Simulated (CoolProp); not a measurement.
Vapour-liquid equilibrium of R134a (1) + R1234ze(E) (2) at 0.557 kPa; x and y are mole fractions of (1).

Computed with CoolProp (multi-fluid Helmholtz-energy mixture model, Tillner-Roth 1994 and Thol 2016; pair parameters Bell 2022).

Q: Give the bubble temperature and the first vapour's composition at x = 0.125, 0.2, 0.8. Is there an azeotrope?

A: x = 0.125: 175.8 K, y = 0.230; x = 0.2: 175.3 K, y = 0.327; x = 0.8: 173.3 K, y = 0.828. No azeotrope shows between x = 0.05 and 0.95.

Pair parameters are fitted to limited data, so mixtures are less certain than the pure fluids.
